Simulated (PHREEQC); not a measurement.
Dissolve 0.086 mol NaH2PO4, 0.00011 mol HNO3 and 5.3e-05 mol ZnSO4 per kg of water at 65 °C. Closed to the air; pH follows from the charge balance.

Model: ion-association model, wateq4f.dat, run in PHREEQC.

Q: The ionic strength comes out as 0.0866 mol/kgw. What activity coefficients do NaHPO4-, Na+, H+, NaSO4-, SO4-2 get?

A: NaHPO4- 0.78, Na+ 0.78, H+ 0.82, NaSO4- 0.78, SO4-2 0.36.

This is a speciation only: nothing precipitates in the calculation. Complexes and solids missing from the database can't appear. H3PO4, which wateq4f.dat lacks, is added to it with the constant of phreeqc.dat. At this temperature some constants are extrapolated from 25 °C, and those without enthalpy data are left unchanged. The database has no phosphate complexes of Zn.
